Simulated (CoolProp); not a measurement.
A simple Rankine cycle with isobutane: condensing at 329.15 K, boiler at 2.93 MPa, turbine inlet 410 K, turbine efficiency 0.8, pump efficiency 0.7, no recuperator. Each further row changes one setting.

Computed with CoolProp (reference Helmholtz-energy equation of state, Bücker 2006).

```json
[
 {"case": "as stated", "thermal efficiency (%)": "9.6", "net work (kJ/kg)": "[?]", "heat in (kJ/kg)": "398", "turbine exit temperature (K)": "362.4", "volume ratio over the turbine": "4.51"},
 {"case": "turbine inlet 430 K", "thermal efficiency (%)": "9.6", "net work (kJ/kg)": "43.9", "heat in (kJ/kg)": "[?]", "turbine exit temperature (K)": "387.1", "volume ratio over the turbine": "4.19"},
 {"case": "condensing temperature 321.15 K", "thermal efficiency (%)": "10.7", "net work (kJ/kg)": "[?]", "heat in (kJ/kg)": "[?]", "turbine exit temperature (K)": "357.2", "volume ratio over the turbine": "5.51"},
 {"case": "boiler pressure 2.05 MPa", "thermal efficiency (%)": "[?]", "net work (kJ/kg)": "32.5", "heat in (kJ/kg)": "431", "turbine exit temperature (K)": "380.4", "volume ratio over the turbine": "[?]"},
 {"case": "turbine efficiency 0.7", "thermal efficiency (%)": "[?]", "net work (kJ/kg)": "32.7", "heat in (kJ/kg)": "398", "turbine exit temperature (K)": "365.0", "volume ratio over the turbine": "4.56"}
]
```

Problem. What belongs in the gaps?

Solution. 
- as stated, net work (kJ/kg): 38.2
- turbine inlet 430 K, heat in (kJ/kg): 457
- condensing temperature 321.15 K, net work (kJ/kg): 44.9
- condensing temperature 321.15 K, heat in (kJ/kg): 419
- boiler pressure 2.05 MPa, thermal efficiency (%): 7.5
- boiler pressure 2.05 MPa, volume ratio over the turbine: 2.78
- turbine efficiency 0.7, thermal efficiency (%): 8.2
